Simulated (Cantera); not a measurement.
SO2 + H2O + O2 (abatement and gas-phase synthesis)

Charge: 1 mol SO2, a varied amount of H2O, 0.08 mol O2, equilibrated at 2800 °C and 1.70 bar.

These are equilibrium values from Cantera (NASA tables, ideal gas, pure condensed phases), not measurements of a reactor. Candidate condensed phases: H2O, H2SO4, S; 19 gas species. The numbers say what is thermodynamically allowed, not how fast it happens.

| n(H2O) (mol) | log p SO2 | log p H2O | log p SO | log p O2 | log p OH | log p H2 | log p O | log p H |
|---|---|---|---|---|---|---|---|---|
| 0.064 | 0.05 | -1.31 | -0.67 | -0.72 | -1.37 | -2.19 | -1.20 | -1.80 |
| 0.16 | 0.00 | -0.89 | -0.70 | -0.75 | -1.17 | -1.75 | -1.22 | -1.58 |
| 0.26 | -0.03 | -0.69 | -0.73 | -0.78 | -1.08 | -1.54 | -1.23 | -1.48 |
| 0.35 | -0.07 | -0.58 | -0.75 | -0.80 | -1.03 | -1.43 | -1.24 | -1.42 |
| 0.45 | -0.10 | -0.49 | -0.77 | -0.81 | -0.99 | -1.33 | -1.25 | -1.37 |
| 0.55 | -0.13 | -0.43 | -0.79 | -0.83 | -0.96 | -1.26 | -1.25 | -1.34 |
| 0.65 | -0.16 | -0.38 | -0.81 | -0.84 | -0.94 | -1.20 | -1.26 | -1.31 |
| 0.74 | -0.18 | -0.35 | -0.83 | -0.85 | -0.93 | -1.16 | -1.27 | -1.29 |
| 0.84 | -0.21 | -0.31 | -0.85 | -0.87 | -0.91 | -1.12 | -1.27 | -1.27 |
| 0.94 | -0.23 | -0.29 | -0.87 | -0.88 | -0.90 | -1.09 | -1.28 | -1.25 |
| 1 | -0.24 | -0.27 | -0.88 | -0.88 | -0.90 | -1.07 | -1.28 | -1.24 |
| 1.1 | -0.26 | -0.25 | -0.90 | -0.89 | -0.89 | -1.05 | -1.29 | -1.23 |
log p: log10 of the partial pressure in bar; nothing condenses.

From 0.064 mol H2O to 1.1 mol H2O nothing is condensed.
